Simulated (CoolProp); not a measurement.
2000 sccm (0 °C, 1 atm) of nitrogen bubbles through liquid toluene at 354.9 K and leaves saturated at a total pressure of 0.15 MPa (ideal gas phase). Each further row changes one setting.

The numbers come from the reference Helmholtz-energy equation of state, Lemmon 2006 in CoolProp. It is a short technical equation, of lower accuracy than the large ones.

| case | vapour pressure (kPa) | mole fraction of vapour | delivery (mg/min) | delivery (sccm) | change of delivery for a bath 1 K warmer (%) |
|---|---|---|---|---|---|
| as stated | 41.3 | ? | ? | 759 | 4.8 |
| bath temperature 359.9 K | 48.8 | 0.325 | 3970 | ? | 5.0 |
| total pressure 0.3 MPa | 41.3 | ? | 1310 | 319 | 4.0 |

Problem. Some entries are withheld; supply them.

Solution. 
- as stated, mole fraction of vapour: 0.275
- as stated, delivery (mg/min): 3120
- bath temperature 359.9 K, delivery (sccm): 965
- total pressure 0.3 MPa, mole fraction of vapour: 0.138
